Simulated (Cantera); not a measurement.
An adiabatic, constant-volume homogeneous reactor starts with 5.56 % CH4, 19.9 % O2, 74.6 % N2, equivalence ratio 0.56, at 1773 K and 160000 Pa.

Cantera simulation using GRI-Mech 3.0 (53 species, 325 reactions); the numbers are that mechanism's predictions, not measurements.

x: mole fraction; the columns are a selection and need not sum to one.

| t (s) | T (K) | P (bar) | x CH4 | x O2 | x O | x HO2 | x CH2 |
|---|---|---|---|---|---|---|---|
| 5.00e-6 | 1773 | 1.60 | 0.0556 | 0.199 | 4.71e-7 | 5.36e-6 | 3.37e-10 |
| 1.62e-5 | 1773 | 1.60 | 0.0554 | 0.199 | [?] | [?] | [?] |
| 5.27e-5 | 1782 | 1.61 | 0.0521 | 0.196 | 1.30e-5 | 8.68e-5 | 4.13e-7 |
| 0.000171 | 2809 | 2.59 | <1e-12 | 0.0841 | 0.0105 | 1.79e-5 | <1e-12 |
| 0.000555 | 2802 | 2.58 | <1e-12 | 0.0804 | 0.00974 | 1.71e-5 | <1e-12 |
| 0.00180 | 2790 | 2.57 | <1e-12 | 0.0763 | 0.00905 | 1.61e-5 | <1e-12 |
| 0.00585 | 2788 | 2.57 | <1e-12 | 0.0756 | 0.00893 | 1.59e-5 | <1e-12 |
| 0.0190 | 2788 | 2.57 | <1e-12 | 0.0756 | 0.00893 | 1.59e-5 | <1e-12 |
| 0.0616 | 2788 | 2.57 | <1e-12 | 0.0756 | 0.00893 | 1.59e-5 | <1e-12 |
| 0.200 | 2788 | 2.57 | <1e-12 | 0.0756 | 0.00893 | 1.59e-5 | <1e-12 |

What belongs in the gaps?


- 1.62e-5, x O: 1.20e-6
- 1.62e-5, x HO2: 1.60e-5
- 1.62e-5, x CH2: 4.47e-9
